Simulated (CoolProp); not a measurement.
Computed with CoolProp (reference Helmholtz-energy equation of state, Thol 2019).

Problem. Give the vapour pressure (MPa), liquid density (kg/m³), vapour density (kg/m³), enthalpy of vaporisation (kJ/kg) of saturated tetradecamethylhexasiloxane (MD4M) at 479.2, 537.7, 596.3 K.

Solution. 
```csv
T (K),p (MPa),liquid density (kg/m³),vapour density (kg/m³),enthalpy of vaporisation (kJ/kg)
479.2,0.0261,703,3.14,116
537.7,0.113,631,13.3,95.5
596.3,0.341,539,45.1,69.7
```
